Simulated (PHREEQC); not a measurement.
Dissolve 2.1 mol/kgw CaCl2 at 25 °C. Closed to the air; pH follows from the charge balance.

All values are PHREEQC results (Pitzer model, pitzer.dat), not measurements.

```json
{
  "ionic_strength": "6.30 mol/kgw",
  "activity_of_water": "0.851",
  "density": "1.166 g/cm³",
  "osmotic_coefficient": "1.426"
}
```

```csv
species,molality,activity,log γ
Cl-,4.20,2.60,-0.208
Ca+2,2.10,3.34,0.202
OH-,3.09e-7,6.82e-9,-1.656
H+,3.09e-7,1.26e-6,0.611
```

Precipitation was switched off in this run.
